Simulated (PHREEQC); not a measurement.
# Nickel, zinc or cadmium bath: an equilibrium model

Dissolve 0.02 mol/kgw ZnSO4, 0.0029 mol/kgw NaOH and 0.1 mol/kgw HCl at 19 °C. Closed to the air; pH follows from the charge balance.

Equilibrium calculation in PHREEQC: ion-association model, wateq4f.dat.

Each row changes one thing in this solution. Precipitation was switched off in this run.

| case | pH | ionic strength (mol/kgw) | Zn+2 (mol/kgw) | HSO4- (mol/kgw) | SO4-2 (mol/kgw) | ZnSO4 (mol/kgw) | SI of Goslarite (ZnSO4:7H2O) | SI of Halite (NaCl) |
|---|---|---|---|---|---|---|---|---|
| as made | 1.16 | 0.143 | 0.0165 | 0.0127 | 0.00492 | 0.00213 | -3.01 | -5.36 |
| temperature from 19 to 85 °C | 1.20 | 0.124 | 0.0109 | 0.0179 | 0.00149 | 0.000556 | -4.24 | -5.55 |
| temperature from 19 to 30 °C | 1.17 | 0.141 | 0.0160 | 0.0137 | 0.00426 | 0.00191 | -3.18 | -5.39 |
| temperature from 19 to 15 °C | 1.16 | 0.144 | 0.0166 | 0.0124 | 0.00516 | 0.00220 | -2.95 | -5.35 |
| ZnSO4 from 0.02 to 0.018 mol/kgw | 1.16 | 0.139 | 0.0150 | 0.0117 | 0.00441 | 0.00177 | -3.09 | -5.36 |
| HCl from 0.1 to 0.05 mol/kgw | 1.50 | 0.0951 | 0.0155 | 0.00904 | 0.00685 | 0.00363 | -2.78 | -5.64 |
| ZnSO4 from 0.02 to 0.2 mol/kgw | 1.43 | 0.464 | 0.113 | 0.0490 | 0.0486 | 0.0609 | -1.53 | -5.49 |
| diluted 10-fold with water | 2.09 | 0.0160 | 0.00179 | 0.000592 | 0.00122 | 0.000186 | -4.07 | -7.22 |

Constants without temperature data keep their 25 °C values here.
